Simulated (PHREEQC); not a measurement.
Consider water at 20 °C with 0.0057 mol CdCl2, 0.26 mol ZnCl2 and 0.013 mol Na2SO4 per kg of water. Closed to the air; pH follows from the charge balance.

Model: ion-association model, phreeqc.dat, run in PHREEQC.

No solid was allowed to form.

**Question.** What pH does the model give?

**Answer.** pH 4.80.

**Question.** In which forms is S present?

**Answer.** ZnSO4 56 %, SO4-2 40 %, Zn(SO4)2-2 3.3 %, NaSO4- 1.0 % of the S.
